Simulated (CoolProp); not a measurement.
A simple Rankine cycle with n-butane: condensing at 306.15 K, boiler at 1.35 MPa, turbine inlet 381.8 K, turbine efficiency 0.6, pump efficiency 0.7, no recuperator. Each further row changes one setting.

The numbers come from the reference Helmholtz-energy equation of state, Bücker 2006 in CoolProp.

```json
[
 {"case": "as stated", "thermal efficiency (%)": "7.9", "net work (kJ/kg)": "36.8", "heat in (kJ/kg)": "469", "turbine exit temperature (K)": "347.2", "volume ratio over the turbine": "4.72"},
 {"case": "turbine inlet 401.8 K", "thermal efficiency (%)": "7.8", "net work (kJ/kg)": "40.3", "heat in (kJ/kg)": "517", "turbine exit temperature (K)": "369.3", "volume ratio over the turbine": "4.59"},
 {"case": "condensing temperature 298.15 K", "thermal efficiency (%)": "8.8", "net work (kJ/kg)": "43.2", "heat in (kJ/kg)": "488", "turbine exit temperature (K)": "342.8", "volume ratio over the turbine": "6.00"},
 {"case": "boiler pressure 0.945 MPa", "thermal efficiency (%)": "6.2", "net work (kJ/kg)": "30.1", "heat in (kJ/kg)": "483", "turbine exit temperature (K)": "358.0", "volume ratio over the turbine": "3.14"},
 {"case": "turbine efficiency 0.5", "thermal efficiency (%)": "6.5", "net work (kJ/kg)": "30.3", "heat in (kJ/kg)": "469", "turbine exit temperature (K)": "350.5", "volume ratio over the turbine": "4.77"}
]
```
